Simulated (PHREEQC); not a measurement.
## Brackish or sea water (model solution)

A made-up water analysis in mmol/kgw, 25 °C, pH 6.87, pe 8.3:

```
constituent           mmol/kgw
--------------------  --------
Na                         310
K                         47.8
Ca                       0.728
Mg                        29.1
Cl                         348
S(6)                      29.6
Alkalinity (meq/kgw)      11.1
Li                        0.15
```

Cl is adjusted to close the charge balance.
Valence states are taken as typed.

The numbers come from PHREEQC with the ion-association model, wateq4f.dat.

No solid was allowed to form.

Problem. Predict the ionic strength, activity of water.

Solution. ionic strength 0.439 mol/kgw; activity of water 0.987.

Problem. In which forms is Li present?

Solution. Li+ 98 %, LiSO4- 1.7 % of the Li.

Examples of supersaturated solids here: Magnesite (slow to form). Others may be too.
